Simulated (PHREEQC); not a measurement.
Model water analysis in mg/kgw, 70 °C, pH 6.38, pe 9.1: Na 13.7; K 0.191; Ca 32.8; Mg 9.46; Cl 73.6; S(6) as SO4 16.2; Alkalinity as HCO3 42.4; Si as SiO2 0.0308; N(5) as NO3 2.22; B 0.281; O(0) (dissolved oxygen) 0.026; Cu(2) 0.119.

Valence states are taken as typed.

The numbers come from PHREEQC with the ion-association model, wateq4f.dat.

Precipitation was switched off in this run.

Q: Estimate the charge-balance error.

A: charge-balance error -2.1 %.

Q: In which forms is Cu present?

A: Cu+2 53 %, CuCO3 24 %, CuHCO3+ 14 %, Cu(OH)2 4.7 %, CuCl+ 1.5 %, CuSO4 1.0 % of the Cu.

Saturation is exceeded, for instance for Malachite, Tenorite (slow to form); the values hold only as long as no solid forms. Species that the database lacks are ignored. Away from 25 °C the constants follow the database's enthalpies or fits; those with neither stay at their 25 °C values.
